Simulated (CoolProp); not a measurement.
A single-stage vapour-compression cycle with hydrogen chloride: evaporating at 213.15 K (dew point), condensing at 266.15 K (bubble point), superheat 8 K, subcooling 2 K, compressor efficiency 0.9, no pressure losses. Each further row changes one setting.

The numbers come from the reference Helmholtz-energy equation of state, Thol 2018 in CoolProp.

| case | cooling COP | pressure ratio | discharge temperature (K) | refrigerating effect (kJ/kg) | volumetric capacity (kJ/m³) |
|---|---|---|---|---|---|
| as stated | 2.65 | 6.15 | 384.4 | 331 | 2440 |
| evaporating temperature 218.15 K | 3.08 | 4.98 | 368.3 | 333 | 2990 |
| condensing temperature 261.15 K | 3.02 | 5.35 | 368.4 | 341 | 2510 |
| subcooling 7 K | 2.73 | 6.15 | 384.4 | 341 | 2510 |
| superheat 18 K | 2.58 | 6.15 | 402.9 | 341 | 2370 |
| compressor efficiency 0.8 | 2.36 | 6.15 | 402.1 | 331 | 2440 |
